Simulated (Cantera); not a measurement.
**Ignition delay**

Mixture: CH₄ : CO : O₂ : N₂ : H₂O = 2.7 : 0.03 : 2.88 : 10.8 : 1.2 (molar parts), equivalence ratio 1.9, at 0.632 atm, adiabatic and at constant volume. Ignition delay is the time to a rise of 400 K.

Detailed kinetics in Cantera: GRI-Mech 3.0 (53 species, 325 reactions).

| T0 (K) | delay (ms) |
|---|---|
| 1198 | 112 |
| 1273 | 38.9 |
| 1348 | 14.5 |
| 1423 | 5.72 |
| 1498 | 2.42 |
| 1573 | 1.11 |
| 1648 | 0.556 |
| 1723 | 0.303 |

```yaml
apparent activation energy between 1573 and 1723 K: 200 kJ/mol
```
